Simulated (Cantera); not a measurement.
**Hydrocarbon pyrolysis for carbon deposition**

An isothermal, constant-pressure homogeneous reactor starts with 0.524 % C2H6, 99.5 % N2, at 1500 K and 0.930 bar.

Computed with Cantera and GRI-Mech 3.0 (53 species, 325 reactions). GRI-Mech 3.0 stops at C3 and has no aromatics, soot or wall deposition, so with more carbon than oxygen in the feed, carbon stays in small species such as C2H2 where larger ones or solid carbon would form.

```tsv
t (s)	x C2H6	x H2	x CH3	x C2H	x H	x C2H2	x CH2
7.00e-5	0.00485	0.000179	0.000305	4.95e-11	1.67e-5	1.01e-6	4.46e-7
0.000229	0.00345	0.00140	0.000345	2.38e-9	2.73e-5	6.67e-5	7.72e-7
0.000749	0.000998	0.00413	0.000180	1.02e-8	2.92e-5	0.000770	4.86e-7
0.00245	5.57e-5	0.00652	4.15e-5	9.08e-9	1.28e-5	0.00245	5.72e-8
0.00801	2.49e-6	0.00758	9.63e-6	2.94e-9	3.40e-6	0.00349	3.45e-9
0.0262	3.93e-7	0.00822	4.30e-6	1.54e-9	1.63e-6	0.00412	6.94e-10
0.0857	3.26e-7	0.00868	3.98e-6	1.58e-9	1.59e-6	0.00458	5.96e-10
0.280	3.03e-7	0.00878	3.84e-6	1.59e-9	1.60e-6	0.00465	5.73e-10
0.917	2.50e-7	0.00893	3.49e-6	1.61e-9	1.62e-6	0.00469	5.21e-10
3.00	1.48e-7	0.00925	2.69e-6	1.64e-9	1.68e-6	0.00480	4.01e-10
```
x: mole fraction; the columns are a selection and need not sum to one.

Equilibrium at this temperature and pressure: C2H6 8.61e-11, H2 0.0103, CH3 5.92e-8, C2H 1.30e-10, H 1.87e-6, C2H2 0.000383, CH2 8.87e-12 (gas phase only).
